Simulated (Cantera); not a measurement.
A perfectly stirred reactor is fed with H₂ : O₂ : N₂ = 1.4 : 1 : 3.7 (molar parts), equivalence ratio 0.70, at 100.0 Torr; it is held at 948 K, and followed from long to short residence time.

Model: GRI-Mech 3.0 (53 species, 325 reactions), integrated in Cantera. Radical loss at walls, strong at low pressure, is not modelled. Below about 950 K walls govern HO2 and H2O2 in real vessels. The temperature is held fixed by assumption; the heat of reaction is taken as removed at once.

Task: What does this change do: H2 1.4 to 12 parts?

Result: 
```csv
quantity,before,after
x(H₂) at τ = 4.50 s,0.00127,0.636
x(O₂) at τ = 4.50 s,0.0561,0.000178
x(OH) at τ = 4.50 s,2.69e-5,3.04e-7
x(NO₂) at τ = 4.50 s,2.38e-10,<1e-12
x(HO₂) at τ = 4.50 s,1.04e-5,4.78e-8
x(H₂) at τ = 98.0 ms,0.00853,0.634
x(O₂) at τ = 98.0 ms,0.0595,0.00124
x(OH) at τ = 98.0 ms,0.000172,2.85e-6
x(NO₂) at τ = 98.0 ms,9.54e-11,<1e-12
x(HO₂) at τ = 98.0 ms,1.82e-5,3.30e-7
```

Task: What does this change do: O2 1 to 0.39 parts?

Result: 
```tsv
quantity	before	after
x(H₂) at τ = 4.50 s	0.00127	0.121
x(O₂) at τ = 4.50 s	0.0561	0.000199
x(OH) at τ = 4.50 s	2.69e-5	2.03e-6
x(NO₂) at τ = 4.50 s	2.38e-10	<1e-12
x(HO₂) at τ = 4.50 s	1.04e-5	5.41e-8
x(H₂) at τ = 98.0 ms	0.00853	0.120
x(O₂) at τ = 98.0 ms	0.0595	0.00141
x(OH) at τ = 98.0 ms	0.000172	1.88e-5
x(NO₂) at τ = 98.0 ms	9.54e-11	<1e-12
x(HO₂) at τ = 98.0 ms	1.82e-5	3.78e-7
```
